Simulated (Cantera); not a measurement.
A closed system holds: 1 mol Si2H6, 0.12 mol H2O, 2.2 mol N2, at 0.0133 bar.

Equilibrium computed with Cantera from the NASA thermochemical tables; the gas is ideal and each condensed phase is pure. Candidate condensed phases: H2O, Si, SiO2, Si2N2O, Si3N4; 35 gas species. The feed counts by its element totals alone. N2 is the only nitrogen source here; it is nearly inert below about 1500 K, so the nitride shown seldom forms there in practice. Mutual solubility and eutectic melting of coexisting phases are not modelled. Gases not in the tables: Si2H6 and higher silanes. Equilibrium is a limit: real reactors are often held back by kinetics, nucleation or transport.

**Question.** Which condensed phases are stable at each of these points (T (°C)): 1027, 1077, 1127, 1177, 1227, 1277, 1327, 1377, 1427, 1477, 1527, 1577, 1627?

**Answer.** 
```tsv
T (°C)	condensed phases	Si condensed (%)
1027	Si2N2O(s) + Si3N4(s)	100.0
1077	Si2N2O(s) + Si3N4(s)	100.0
1127	Si2N2O(s) + Si3N4(s)	100.0
1177	Si2N2O(s) + Si3N4(s)	100.0
1227	Si2N2O(s) + Si3N4(s)	100.0
1277	Si2N2O(s) + Si3N4(s)	100.0
1327	Si2N2O(s) + Si3N4(s)	99.9
1377	Si2N2O(s) + Si3N4(s)	99.8
1427	Si2N2O(s) + Si3N4(s)	99.2
1477	Si(l) + Si2N2O(s) + Si3N4(s)	97.5
1527	Si(l)	93.9
1577	Si(l)	93.8
1627	Si(l)	93.7
```

From 1027 °C to 1427 °C the condensed part is Si2N2O(s) + Si3N4(s). At 1477 °C the condensed part is Si(l) + Si2N2O(s) + Si3N4(s). From 1527 °C to 1627 °C the condensed part is Si(l).
